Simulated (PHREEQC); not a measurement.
Silver or lead bath

A solution holds 0.11 mol/kgw AgF, 7.9e-05 mol/kgw HNO3 and 0.00025 mol/kgw Cu(NO3)2, at 20 °C. Closed to the air; pH follows from the charge balance.

Equilibrium calculation in PHREEQC: ion-association model, wateq4f.dat.

```
Property                   Value
----------------  --------------
pH                          6.19
ionic strength    0.0970 mol/kgw
total alkalinity  -0.0790 meq/kg
```

```csv
species,molality,activity,log γ
Ag+,0.0964,0.0757,-0.105
F-,0.0963,0.0737,-0.116
AgF,0.0135,0.0138,0.010
NO3-,0.000563,0.000426,-0.121
Cu+2,0.000147,5.98e-5,-0.391
CuF+,9.76e-5,7.66e-5,-0.105
HF,6.36e-5,6.50e-5,0.010
HF2-,2.30e-5,1.76e-5,-0.116
```

Precipitation was switched off in this run. Examples of supersaturated solids here: Tenorite (slow to form). Others may be too. Species that the database lacks are ignored.
